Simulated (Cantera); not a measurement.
An isothermal, constant-pressure homogeneous reactor starts with N2O : N2 = 1 : 0.25 (molar parts), at 1248 K and 0.0550 bar.

Computed with Cantera and GRI-Mech 3.0 (53 species, 325 reactions). GRI-Mech 3.0 was tuned for natural gas; its chemistry of N2O as a main component is partial and can be far from experiment. The mechanism lacks the step 2 NO + O2 → 2 NO2, which can matter for NO2 below about 1400 K. The temperature is held fixed by assumption; the heat of reaction is taken as removed at once.

One state of this run: x N2O = 0.789; x NO = 0.000964; x N2 = 0.206; x O2 = 0.00337; x O = 3.74e-6; x NO2 = 2.03e-7. x: mole fraction; the columns are a selection and need not sum to one.

Question: Which value of t (s) does it belong to?
A) 0.120
B) 2.74
C) 1.00e-5
D) 4.78e-5

Answer: A, 0.120
